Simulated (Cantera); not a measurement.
A closed system holds: 1 mol B2O3, 1.8 mol H2, 110 mol N2, at 800 °C and 52.0 mbar.

These are equilibrium values from Cantera (NASA tables, ideal gas, pure condensed phases), not measurements of a reactor. Candidate condensed phases: B, BN, B2O3, B3O3H3, H2O; 39 gas species. N2 is the only nitrogen source here; it is nearly inert below about 1500 K, so the nitride shown seldom forms there in practice. Mutual solubility and eutectic melting of coexisting phases are not modelled. Kinetics and transport are ignored.

Base state: N2 0.984, H2 0.0160, H2O 5.61e-5 (mole fractions); condensed: BN(s) + B2O3(l).

Q: What changes in the equilibrium state with this change: temperature from 800 °C to 1950 °C?

A: 
```csv
species,before,after
N2,0.984,0.972
H2,0.0160,0.0115
B2O3,1.66e-9,0.00447
BO,<1e-9,0.00336
H,7.78e-9,0.00302
B2O2,<1e-9,0.000202
BO2,<1e-9,0.000169
"BN(s), mol",0.00432,0
"B2O3(l), mol",0.998,0
```

Q: What changes in the equilibrium state with this change: temperature from 800 °C to 1575 °C?

A: 
```csv
species,before,after
N2,0.984,0.975
H2,0.0160,0.0138
B2O3,1.66e-9,0.00626
HBO2,3.56e-6,0.00252
B2O2,<1e-9,0.000451
BO,<1e-9,0.000448
HBO,1.34e-8,0.00134
"BN(s), mol",0.00432,0
"B2O3(l), mol",0.998,0
```
